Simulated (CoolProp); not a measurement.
A closed Brayton cycle with carbon dioxide: compressor inlet 308.15 K and 7.6 MPa, high pressure 21.5 MPa, turbine inlet 880 K, compressor efficiency 0.8, turbine efficiency 0.85, recuperator effectiveness 0 (on enthalpy, no pinch check). Each further row changes one setting.

The numbers come from the reference Helmholtz-energy equation of state, Span 1996 in CoolProp.

| case | thermal efficiency (%) | net work (kJ/kg) | compressor to turbine work | compressor exit (K) | turbine exit (K) |
|---|---|---|---|---|---|
| as stated | 14.1 | 94.4 | 0.31 | 380.7 | 758.3 |
| turbine inlet 830 K | 14.1 | [?] | [?] | 380.7 | 712.6 |
| compressor inlet 318.15 K | 13.3 | [?] | 0.40 | 406.2 | 758.3 |
| high pressure 18.3 MPa | 12.2 | 82.7 | [?] | [?] | 776.6 |
| recuperator effectiveness 0.5 | [?] | 94.4 | 0.31 | 380.7 | 758.3 |

Task: Fill in the missing entries.

Result: 
- turbine inlet 830 K, net work (kJ/kg): 85.7
- turbine inlet 830 K, compressor to turbine work: 0.33
- compressor inlet 318.15 K, net work (kJ/kg): 82.4
- high pressure 18.3 MPa, compressor to turbine work: 0.30
- high pressure 18.3 MPa, compressor exit (K): 369.1
- recuperator effectiveness 0.5, thermal efficiency (%): 20.9
